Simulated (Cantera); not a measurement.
Mixture: H2 : O2 : N2 : H2O = 1 : 0.333 : 1.25 : 0.33 (molar parts), equivalence ratio 1.5, at 3750 Torr, adiabatic and at constant volume. Ignition delay is the time to a rise of 400 K.

Detailed kinetics in Cantera: the H2/O2 subset of GRI-Mech 3.0, which has no nitrogen chemistry. The hydrogen kinetics of GRI-Mech 3.0 are dated; newer H2 mechanisms differ, most at raised pressure. Where the delays flatten at high temperature, the 400 K rule measures the pace of heat release, not the induction time.

What does this change do: O2 0.333 to 0.13 parts?


```csv
quantity,before,after
delay at 1000 K,11.8 ms,12.4 ms
delay at 1150 K,0.449 ms,0.506 ms
delay at 1300 K,12.9 µs,26.0 µs
delay at 1450 K,4.21 µs,9.19 µs
delay at 1600 K,2.41 µs,5.81 µs
```

What does this change do: constant pressure in place of constant volume?


```
quantity           before     after
---------------  --------  --------
delay at 1000 K   11.8 ms   12.8 ms
delay at 1150 K  0.449 ms  0.463 ms
delay at 1300 K   12.9 µs   13.3 µs
delay at 1450 K   4.21 µs   4.44 µs
delay at 1600 K   2.41 µs   2.59 µs
```
